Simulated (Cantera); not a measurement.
A closed system holds: 1 mol Si₃N₄, 0.0095 mol O₂, 380 mol N₂, at 1550 K and 4.00 Pa.

Method: chemical equilibrium by Gibbs-energy minimisation in Cantera with the NASA 1993 tables (ideal gas, pure condensed phases). Candidate condensed phases: Si, SiO₂, Si₂N₂O, Si₃N₄; 16 gas species. Equilibrium is a limit: real reactors are often held back by kinetics, nucleation or transport.

Base state: N₂ 0.999, Si 0.000831, SiO 4.97e-5 (mole fractions); condensed: Si(s).

Question: What changes in the equilibrium state with this change: O₂ from 0.0095 to 1 mol?

Answer: 
```tsv
species	before	after
N₂	0.999	0.994
SiO	4.97e-5	0.00520
Si	0.000831	0.000831
Si(s), mol	2.65	0.671
```
